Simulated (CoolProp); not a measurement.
Vapour-liquid equilibrium of n-hexane (1) + dimethyl carbonate (2) at 387.2 K; x and y are mole fractions of (1).

Values from CoolProp's multi-fluid Helmholtz-energy mixture model, Thol 2019 and Zhou 2011; pair parameters Bell 2016.

| x | bubble pressure, mixture model (MPa) | bubble pressure, Raoult's law (MPa) | y, mixture model | y, Raoult's law |
|---|---|---|---|---|
| 0.05 | (withheld) | 0.2127 | 0.206 | 0.082 |
| 0.2 | 0.3254 | 0.2341 | 0.450 | 0.297 |
| 0.35 | 0.3585 | 0.2555 | (withheld) | 0.477 |
| 0.5 | (withheld) | 0.2769 | 0.610 | 0.629 |
| 0.65 | 0.3832 | 0.2983 | (withheld) | 0.759 |
| 0.8 | (withheld) | 0.3197 | 0.768 | 0.871 |
| 0.95 | (withheld) | 0.3411 | (withheld) | 0.970 |

Complete the blanks.


- 0.05, bubble pressure, mixture model (MPa): 0.2498
- 0.35, y, mixture model: 0.546
- 0.5, bubble pressure, mixture model (MPa): 0.3751
- 0.65, y, mixture model: 0.677
- 0.8, bubble pressure, mixture model (MPa): 0.3814
- 0.95, bubble pressure, mixture model (MPa): 0.3616
- 0.95, y, mixture model: 0.922

The largest gap from Raoult's law is +40.3 % in bubble pressure, at x = 0.35. y crosses x between x = 0.65 and 0.8: the model has an azeotrope there.

Pair parameters are fitted to limited data, so mixtures are less certain than the pure fluids.
